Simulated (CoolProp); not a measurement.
Properties of n-dodecane along the isotherm 620 K (Tc = 658.1 K, pc = 1.818 MPa, ω = 0.574).

Computed with CoolProp (reference Helmholtz-energy equation of state, Lemmon 2004). It is a short technical equation, of lower accuracy than the large ones.

| p (MPa) | phase | density (kg/m³) | cv (kJ/(kg K)) | fugacity coefficient |
|---|---|---|---|---|
| 0.182 | gas | 6.346 | 2.870 | 0.9498 |
| 0.364 | gas | 13.48 | 2.882 | 0.9006 |
| 0.545 | gas | 21.64 | 2.896 | 0.8528 |
| 0.727 | gas | 31.36 | 2.913 | 0.8053 |
| 0.909 | gas | 43.56 | 2.935 | 0.7582 |
| 1.27 | liquid | 431.1 | 2.987 | 0.6159 |
| 1.45 | liquid | 435.0 | 2.984 | 0.5469 |
| 1.64 | liquid | 438.8 | 2.982 | 0.4905 |
| 1.82 | liquid | 442.1 | 2.980 | 0.4480 |
| 2 | liquid | 445.2 | 2.979 | 0.4132 |
| 2.18 | liquid | 448.0 | 2.977 | 0.3842 |
| 2.36 | liquid | 450.7 | 2.976 | 0.3596 |
| 2.54 | liquid | 453.3 | 2.975 | 0.3385 |
| 2.73 | liquid | 455.8 | 2.973 | 0.3194 |
